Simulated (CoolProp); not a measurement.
A closed Brayton cycle with nitrogen: compressor inlet 316.15 K and 5.2 MPa, high pressure 12.7 MPa, turbine inlet 835 K, compressor efficiency 0.85, turbine efficiency 0.9, recuperator effectiveness 0.9 (on enthalpy, no pinch check). Each further row changes one setting.

The numbers come from the reference Helmholtz-energy equation of state, Span 2000 in CoolProp.

```tsv
case	thermal efficiency (%)	net work (kJ/kg)	compressor to turbine work	compressor exit (K)	turbine exit (K)
as stated	31.7	68.0	0.63	425.6	675.1
turbine inlet 785 K	28.6	…	…	425.6	633.2
compressor inlet 326.15 K	30.1	…	…	439.0	675.1
high pressure 10.8 MPa	…	…	0.60	…	701.8
recuperator effectiveness 0.5	…	68.0	0.63	425.6	675.1
```

Q: Some entries are withheld; supply them.

A: 
- turbine inlet 785 K, net work (kJ/kg): 56.9
- turbine inlet 785 K, compressor to turbine work: 0.67
- compressor inlet 326.15 K, net work (kJ/kg): 64.1
- compressor inlet 326.15 K, compressor to turbine work: 0.65
- high pressure 10.8 MPa, thermal efficiency (%): 32.3
- high pressure 10.8 MPa, net work (kJ/kg): 61.1
- high pressure 10.8 MPa, compressor exit (K): 403.6
- recuperator effectiveness 0.5, thermal efficiency (%): 21.0
